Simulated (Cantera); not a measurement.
**Thermodynamics of sublimation and decomposition of ceramics, feed Al₂O₃ + H₂**

Feed: 1 mol Al₂O₃, 0.01 mol H₂, equilibrated at 0.470 bar.

Equilibrium computed with Cantera from the NASA thermochemical tables; the gas is ideal and each condensed phase is pure. Candidate condensed phases: Al, Al₂O₃, H₂O; 19 gas species. The tables' values for AlOH are old estimates; treat these amounts as uncertain. Equilibrium is a limit: real reactors are often held back by kinetics, nucleation or transport.

From 1977 °C to 2052 °C the condensed part is Al₂O₃(s). From 2077 °C to 2202 °C the condensed part is Al₂O₃(l). The main Al-bearing gas is Al₂O throughout.

| T (°C) | x H₂ | x H | x H₂O | x Al | x Al₂O | x AlOH | x AlH | n Al₂O₃(s) | n Al₂O₃(l) |
|---|---|---|---|---|---|---|---|---|---|
| 1977 | 0.987 | 0.0108 | 0.00109 | 0.000372 | 0.000217 | 7.15e-5 | 4.35e-5 | 1.000 | 0 |
| 2002 | 0.986 | 0.0123 | 0.00131 | 0.000442 | 0.000266 | 8.72e-5 | 4.94e-5 | 1.000 | 0 |
| 2027 | 0.983 | 0.0140 | 0.00156 | 0.000522 | 0.000323 | 0.000106 | 5.60e-5 | 1.000 | 0 |
| 2052 | 0.981 | 0.0159 | 0.00186 | 0.000614 | 0.000392 | 0.000128 | 6.31e-5 | 1.000 | 0 |
| 2077 | 0.978 | 0.0180 | 0.00217 | 0.000716 | 0.000460 | 0.000150 | 7.06e-5 | 0 | 1.000 |
| 2102 | 0.976 | 0.0203 | 0.00252 | 0.000831 | 0.000537 | 0.000176 | 7.87e-5 | 0 | 1.000 |
| 2127 | 0.972 | 0.0229 | 0.00292 | 0.000962 | 0.000624 | 0.000205 | 8.75e-5 | 0 | 1.000 |
| 2152 | 0.969 | 0.0257 | 0.00336 | 0.00111 | 0.000722 | 0.000238 | 9.70e-5 | 0 | 1.000 |
| 2177 | 0.965 | 0.0288 | 0.00386 | 0.00127 | 0.000833 | 0.000276 | 0.000107 | 0 | 1.000 |
| 2202 | 0.960 | 0.0322 | 0.00442 | 0.00146 | 0.000957 | 0.000318 | 0.000118 | 0 | 1.000 |
x: gas mole fraction; n: condensed amount in mol.
